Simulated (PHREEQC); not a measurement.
Solution (4.1 °C): 0.029 mol/kgw Cu(NO3)2, 0.00014 mol/kgw HBF4 and 0.0027 mol/kgw H3BO3. Closed to the air; pH follows from the charge balance.

All values are PHREEQC results (ion-association model, wateq4f.dat), not measurements.

This is a speciation only: nothing precipitates in the calculation.

### Question
Order these F species by the share of F that they hold, largest first: BF3OH-, HF, F-, CuF+, BF2(OH)2-.

### Answer
F- (66 %), HF (20 %), CuF+ (12 %), BF2(OH)2- (1.5 %), BF3OH- (0.39 %)

The pH is 3.43 and the ionic strength 0.0873 mol/kgw. At this temperature some constants are extrapolated from 25 °C, and those without enthalpy data are left unchanged. Real BF4- forms and hydrolyses slowly; the run takes it at equilibrium.
